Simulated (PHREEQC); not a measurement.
A solution holds 0.000748 mol Na2SiF6 per kg of water, at 70 °C. Closed to the air; pH follows from the charge balance.

The numbers come from PHREEQC with the ion-association model, phreeqc.dat.

No solid was allowed to form.

Q: Order these F species by the share of F that they hold, largest first: F-, HF, SiF6-2, HF2-.

A: HF (55 %), F- (41 %), SiF6-2 (3.3 %), HF2- (0.88 %)

The pH is 3.41 and the ionic strength 0.00193 mol/kgw. Examples of supersaturated solids here: Quartz (slow to form). Others may be too. Constants without temperature data keep their 25 °C values here. SiF6-2 is the database's only silicon fluoride.
